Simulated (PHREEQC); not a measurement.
Buffer: speciation

Consider water at 20 °C with 0.21 mol NaH2PO4 and 0.058 mol NaOH per kg of water. Closed to the air; pH follows from the charge balance.

The numbers come from PHREEQC with the ion-association model, wateq4f.dat.

Each row changes one thing in this solution. This is a speciation only: nothing precipitates in the calculation.

```json
[
 {"case": "as made", "pH": "6.30", "ionic strength (mol/kgw)": "0.312"},
 {"case": "NaH2PO4 replaced by NaBr at the same molality", "pH": "12.77", "ionic strength (mol/kgw)": "0.268"},
 {"case": "NaH2PO4 replaced by (NH4)2HPO4 at the same molality", "pH": "8.75", "ionic strength (mol/kgw)": "0.619"},
 {"case": "0.035 mol/kgw H3PO4 added", "pH": "5.74", "ionic strength (mol/kgw)": "0.285"},
 {"case": "NaOH replaced by Na2SO4 at the same molality", "pH": "4.36", "ionic strength (mol/kgw)": "0.354"}
]
```

Complexes and solids missing from the database can't appear. H3PO4, which wateq4f.dat lacks, is added to it with the constant of phreeqc.dat.
